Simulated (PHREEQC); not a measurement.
0.2 mol of Cd(OH)2 (Cd(OH)2) is brought to equilibrium with 1 kg of water, with rising amounts of (CH3)4NF, at 25 °C. Oxygen alone is held at its pressure in air (log pO2 = -0.68). No CO2 enters from the air. The run lets Cd(OH)2, CdF2 precipitate or redissolve, and no other solid.

Model: ion-association model, wateq4f.dat, run in PHREEQC.

Predict dissolved Cd (mol/kgw), CdF+ (mol/kgw), CdF2 (mol/kgw) at (CH3)4NF added (mol) = 0.0208, 0.0625, 0.146, 0.229.


| (CH3)4NF added (mol) | dissolved Cd (mol/kgw) | CdF+ (mol/kgw) | CdF2 (mol/kgw) |
|---|---|---|---|
| 0.0208 | 1.58e-5 | 1.79e-6 | 6.99e-8 |
| 0.0625 | 1.91e-5 | 4.19e-6 | 4.17e-7 |
| 0.146 | 2.32e-5 | 7.45e-6 | 1.47e-6 |
| 0.229 | 2.61e-5 | 9.78e-6 | 2.75e-6 |

Complexes and solids missing from the database can't appear. (CH3)4N+ isn't in the database: it is added as a free cation with an ion size of 4 Å.
